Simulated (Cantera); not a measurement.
Charge: 1 mol Si, 1.7 mol HBr, at 500 K and 1.90 Pa.

These are equilibrium values from Cantera (NASA tables, ideal gas, pure condensed phases), not measurements of a reactor. Candidate condensed phases: Br2, Si; 19 gas species. The numbers say what is thermodynamically allowed, not how fast it happens.

Base state: H2 0.666, SiBr4 0.333, SiHBr3 0.00116, HBr 0.000144 (mole fractions); condensed: Si(s).

Question: What changes in the equilibrium state with this change: temperature from 500 K to 1548.15 K?

Answer: 
| species | before | after |
|---|---|---|
| H2 | 0.666 | 0.353 |
| SiBr2 | 2.47e-9 | 0.258 |
| Br | <1e-9 | 0.189 |
| SiBr4 | 0.333 | 1.38e-6 |
| HBr | 0.000144 | 0.189 |
| SiBr | <1e-9 | 0.00446 |
| H | <1e-9 | 0.00421 |
| Si | <1e-9 | 0.00168 |
| SiH | <1e-9 | 1.15e-5 |
| SiHBr3 | 0.00116 | 1.99e-7 |
| Si(s), mol | 0.575 | 0.500 |
The tables' values for SiBr, SiBr3 are old estimates; treat these amounts as uncertain.

Question: What changes in the equilibrium state with this change: HBr from 1.7 to 4.2 mol?

Answer: 
```json
[
 {"species": "H2", "before": "0.666", "after": "0.625"},
 {"species": "SiBr4", "before": "0.333", "after": "0.312"},
 {"species": "HBr", "before": "0.000144", "after": "0.0625"},
 {"species": "SiHBr3", "before": "0.00116", "after": "2.36e-6"},
 {"species": "Si(s), mol", "before": "0.575", "after": "0"}
]
```
